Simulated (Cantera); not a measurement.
Input: 1 mol Cr, 5.9 mol O2, 0.29 mol NH3, at 1.00 bar.

Cantera equilibrium calculation (NASA polynomials, part measured and part estimated; ideal gas, pure solids and liquids). Candidate condensed phases: Cr, CrN, Cr2N, Cr2O3, H2O; 29 gas species. Gases not in the tables: CrO2(OH)2. Rates play no part.

Problem. At 1300 K, list the 5 most abundant gas species with their mole fractions, and the condensed phases.

Solution. O2 0.895, H2O 0.0789, N2 0.0262, NO 0.000149, OH 1.34e-5. Condensed: Cr2O3(s).
